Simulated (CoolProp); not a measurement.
Hydrogen chloride at 345.33 K and 0.216 MPa is throttled through a valve to 0.141 MPa with no heat exchange. Each further row changes one setting.

Computed with CoolProp (reference Helmholtz-energy equation of state, Thol 2018).

```tsv
case	temperature change (K)	final density (kg/m³)
as stated	-0.8	1.80
outlet pressure 0.0423 MPa	___	___
outlet pressure 0.183 MPa	-0.4	___
```

Task: Fill in the missing entries.

Result: 
- outlet pressure 0.0423 MPa, temperature change (K): -2.0
- outlet pressure 0.0423 MPa, final density (kg/m³): 0.541
- outlet pressure 0.183 MPa, final density (kg/m³): 2.34
